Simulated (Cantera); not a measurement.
# CH4 + CO2 (carbon deposition, reforming and gasification)

A closed system holds: 1 mol CH4, 0.049 mol CO2, held at 0.220 bar.

Cantera equilibrium calculation (NASA polynomials, part measured and part estimated; ideal gas, pure solids and liquids). Candidate condensed phases: C, C6H6, C7H8, C8H18, H2O; 110 gas species. Rates play no part.

| T (K) | x H2 | x H | x CO | x C2H2 (acetylene) | x C2H | x CH4 | n C(graphite) |
|---|---|---|---|---|---|---|---|
| 1648 | 0.953 | 0.000185 | 0.0467 | 4.26e-5 | 3.58e-11 | 0.000268 | 0.950 |
| 1798 | 0.952 | 0.000733 | 0.0467 | 0.000164 | 1.10e-9 | 0.000155 | 0.950 |
| 1948 | 0.950 | 0.00235 | 0.0467 | 0.000512 | 1.98e-8 | 9.72e-5 | 0.949 |
| 2098 | 0.946 | 0.00638 | 0.0466 | 0.00135 | 2.34e-7 | 6.52e-5 | 0.945 |
| 2248 | 0.935 | 0.0151 | 0.0464 | 0.00310 | 1.98e-6 | 4.57e-5 | 0.938 |
| 2398 | 0.915 | 0.0321 | 0.0460 | 0.00632 | 1.27e-5 | 3.29e-5 | 0.924 |
| 2548 | 0.881 | 0.0619 | 0.0453 | 0.0116 | 6.48e-5 | 2.37e-5 | 0.900 |
| 2698 | 0.827 | 0.109 | 0.0442 | 0.0194 | 0.000271 | 1.68e-5 | 0.862 |
x: gas mole fraction; n: condensed amount in mol.

From 1648 K to 2698 K the condensed part is C(graphite). The main C-bearing gas is CO throughout.
